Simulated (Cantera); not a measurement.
Input: 1 mol Fe3O4, 95 mol H2, 3.5 mol H2O, at 0.133 bar.

Equilibrium computed with Cantera from the NASA thermochemical tables; the gas is ideal and each condensed phase is pure. Candidate condensed phases: Fe, FeO, Fe(OH)2, Fe(OH)3, Fe2O3, Fe3O4, H2O; 12 gas species. Equilibrium is a limit: real reactors are often held back by kinetics, nucleation or transport.

log p: log10 of the partial pressure in bar; n: condensed amount in mol.

| T (K) | log p H2 | log p H2O | log p H | log p Fe | n Fe(γ) | n Fe(δ) | n Fe(l) |
|---|---|---|---|---|---|---|---|
| 1625 | -0.91 | -1.99 | -4.61 | -5.76 | 3.00 | 0 | 0 |
| 1700 | -0.91 | -1.99 | [?] | [?] | 0 | 3.00 | 0 |
| 1775 | -0.91 | -1.99 | [?] | [?] | 0 | 2.98 | 0 |
| 1850 | -0.91 | -1.99 | -3.72 | -4.23 | 0 | 0 | 2.96 |
| 1925 | -0.91 | -1.99 | -3.48 | -3.82 | 0 | 0 | 2.89 |
| 2000 | -0.91 | -2.00 | -3.25 | -3.44 | 0 | 0 | 2.73 |
| 2075 | -0.92 | -2.00 | -3.03 | -3.09 | 0 | 0 | 2.39 |

Task: What belongs in the gaps?

Result: 
- 1700, log p H: -4.29
- 1700, log p Fe: -5.20
- 1775, log p H: -3.99
- 1775, log p Fe: -4.69
